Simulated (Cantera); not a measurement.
# Abatement and gas-phase synthesis: NF₃ + H₂O + O₂

A closed system holds: 1 mol NF₃, 7.5 mol H₂O, 0.27 mol O₂, at 2.10 bar.

Method: chemical equilibrium by Gibbs-energy minimisation in Cantera with the NASA 1993 tables (ideal gas, pure condensed phases). Candidate condensed phases: H₂O; 65 gas species. Ions and electrons are included (thermal ionisation). The numbers say what is thermodynamically allowed, not how fast it happens.

From 2500 K to 5000 K nothing is condensed.

| T (K) | x H₂O | x H | x O | x HF | x OH | x H₂ | x O₂ | x F | x N₂ |
|---|---|---|---|---|---|---|---|---|---|
| 2500 | 0.544 | 0.00149 | 0.00301 | 0.282 | 0.0227 | 0.00741 | 0.0908 | 0.000119 | 0.0451 |
| 2750 | 0.506 | 0.00685 | 0.00909 | 0.276 | 0.0442 | 0.0211 | 0.0879 | 0.000339 | 0.0434 |
| 3000 | 0.436 | 0.0234 | 0.0228 | 0.264 | 0.0735 | 0.0461 | 0.0855 | 0.000830 | 0.0407 |
| 3250 | 0.332 | 0.0618 | 0.0495 | 0.244 | 0.105 | 0.0779 | 0.0824 | 0.00183 | 0.0368 |
| 3500 | 0.213 | 0.130 | 0.0931 | 0.217 | 0.125 | 0.102 | 0.0748 | 0.00373 | 0.0319 |
| 3750 | 0.110 | 0.223 | 0.151 | 0.184 | 0.123 | 0.104 | 0.0603 | 0.00728 | 0.0270 |
| 4000 | 0.0449 | 0.321 | 0.210 | 0.153 | 0.0990 | 0.0851 | 0.0417 | 0.0139 | 0.0231 |
| 4250 | 0.0153 | 0.401 | 0.256 | 0.122 | 0.0675 | 0.0587 | 0.0249 | 0.0258 | 0.0206 |
| 4500 | 0.00479 | 0.459 | 0.283 | 0.0917 | 0.0416 | 0.0370 | 0.0135 | 0.0436 | 0.0190 |
| 4750 | 0.00149 | 0.498 | 0.294 | 0.0627 | 0.0248 | 0.0227 | 0.00713 | 0.0641 | 0.0178 |
| 5000 | 0.000486 | 0.524 | 0.298 | 0.0393 | 0.0148 | 0.0139 | 0.00381 | 0.0820 | 0.0167 |
x: gas mole fraction; nothing condenses.
